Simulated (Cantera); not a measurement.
Transport properties of process gases

Gas mixture: H2 = 0.77 (molar parts), at 22.0 Pa, frozen composition.

Cantera's kinetic-theory transport with the Lennard-Jones parameters of GRI-Mech 3.0, ideal gas; thermal conductivity in the multicomponent form.

```tsv
T (K)	ρ (kg/m³)	cp (J/kg/K)	μ (µPa s)	λ (mW/m/K)	Pr	D (cm²/s) O	D (cm²/s) H	D (cm²/s) CH4
400	1.33e-5	14520	10.9	229	0.689	8120	16300	5560
600	8.89e-6	14510	14.1	298	0.688	16000	32300	11000
800	6.67e-6	14690	17.0	364	0.688	25800	52200	17800
1000	5.33e-6	14960	19.7	427	0.689	37300	75700	25800
1200	4.45e-6	15380	22.1	493	0.690	50500	102000	34900
1400	3.81e-6	15800	24.4	559	0.691	65200	132000	45100
```
D: mixture-averaged diffusion coefficient of that species in the mixture.
